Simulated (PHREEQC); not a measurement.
Solution (30 °C): 0.075 mol HF, 0.013 mol K2HPO4 and 0.002 mol KCl per kg of water. Closed to the air; pH follows from the charge balance.

Computed with PHREEQC (ion-association model, wateq4f.dat).

No solid was allowed to form.

Q: Predict the pH.

A: pH 2.67.

Q: In which forms is F present?

A: HF 60 %, F- 21 %, H2F2 12 %, HF2- 7.4 % of the F.

wateq4f.dat counts part of the HF as a dimer, H2F2, which phreeqc.dat doesn't know; its constant is uncertain. H3PO4, which wateq4f.dat lacks, is added to it with the constant of phreeqc.dat.
